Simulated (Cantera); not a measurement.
## Low-pressure radical oxidation in H2/O2

An isothermal, constant-pressure homogeneous reactor starts with 0.166 % H2, 27.7 % O2, 72.1 % N2, equivalence ratio 0.0030, at 1373 K and 1.80 Torr.

Detailed kinetics in Cantera: GRI-Mech 3.0 (53 species, 325 reactions). Radical loss at walls, strong at low pressure, is not modelled.

```
t (s)         x H2   x O2     x HO2      x OH      x NO       x H     x H2O
--------  --------  -----  --------  --------  --------  --------  --------
6.00e-5    0.00166  0.277  7.96e-11  5.38e-12    <1e-12  7.42e-11    <1e-12
0.000143   0.00166  0.277  1.90e-10  2.86e-11    <1e-12  1.61e-10    <1e-12
0.000340   0.00166  0.277  4.51e-10  1.40e-10    <1e-12  3.13e-10  1.99e-12
0.000811   0.00166  0.277   1.07e-9  5.92e-10    <1e-12  4.98e-10  2.14e-11
0.00193    0.00166  0.277   2.56e-9   2.04e-9    <1e-12  6.59e-10  1.92e-10
0.00460    0.00166  0.277   6.08e-9   6.23e-9    <1e-12  9.42e-10   1.47e-9
0.0110     0.00166  0.277   1.44e-8   2.12e-8    <1e-12   1.95e-9   1.12e-8
0.0261     0.00166  0.277   3.39e-8   1.21e-7    <1e-12   8.77e-9   1.18e-7
0.0621     0.00166  0.277   7.66e-8   3.61e-6    <1e-12   2.47e-7   4.55e-6
0.148     0.000261  0.276   2.60e-8  0.000412  1.03e-10   5.10e-5   0.00117
0.353      4.05e-6  0.276   1.53e-8  0.000212   1.16e-9   3.10e-5   0.00154
0.840      4.00e-6  0.276   1.52e-8  0.000211   4.00e-9   3.07e-5   0.00154
2.00       3.94e-6  0.276   1.51e-8  0.000209   1.14e-8   2.99e-5   0.00154
```
x: mole fraction; the columns are a selection and need not sum to one.

Equilibrium at this temperature and pressure: H2 1.92e-8, O2 0.276, HO2 2.53e-9, OH 1.46e-5, NO 0.000685, H 9.48e-9, H2O 0.00166 (gas phase only).
